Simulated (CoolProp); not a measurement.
A single-stage vapour-compression cycle with the fluid: evaporating at 193.15 K (dew point), condensing at 222.15 K (bubble point), superheat 8 K, subcooling 2 K, compressor efficiency 0.65, no pressure losses. The same conditions are run with several fluids, on thermodynamics alone (safety and materials aside).

Computed with CoolProp (reference Helmholtz-energy equation of state of each fluid (R143a: Lemmon and Jacobsen 2000; CH3F (R41): Lemmon 2006; nitrous oxide: Lemmon 2006; C2F6 (R116): Lemmon 2006; ethylene: Smukala 2000; R115: Lemmon 2016)).

```csv
fluid,cooling COP,pressure ratio,discharge temperature (K),refrigerating effect (kJ/kg),volumetric capacity (kJ/m³)
R143a,3.87,5.37,273.2,219,175
CH3F (R41),3.67,4.04,315.3,443,862
nitrous oxide,3.65,3.80,310.1,324,1440
C2F6 (R116),3.76,3.89,244.6,96.4,754
ethylene,3.62,3.02,284.0,386,2360
R115,3.91,5.61,252.2,120,115
```
